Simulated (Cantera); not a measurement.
A freely propagating, adiabatic, planar premixed flame of H2 : O2 : N2 : H2O = 1 : 0.312 : 1.47 : 0.012 (molar parts), unburnt at 350 K and 0.148 atm; mixture-averaged transport, grid criteria slope 0.08 and curve 0.16, no radiation.

Model: the H2/O2 subset of GRI-Mech 3.0, which has no nitrogen chemistry, integrated in Cantera. Burning velocities carry a grid error of a few per cent, more on coarse grids.

Problem. Predict: laminar burning velocity; thermal thickness; peak x(HO2); peak x(H2O2); peak x(OH).

Solution. 
```json
{
 "laminar_burning_velocity": "257 cm/s",
 "thermal_thickness": "4.60 mm",
 "peak x(HO2)": "0.000118",
 "peak x(H2O2)": "3.00e-5",
 "peak x(OH)": "0.00489"
}
```
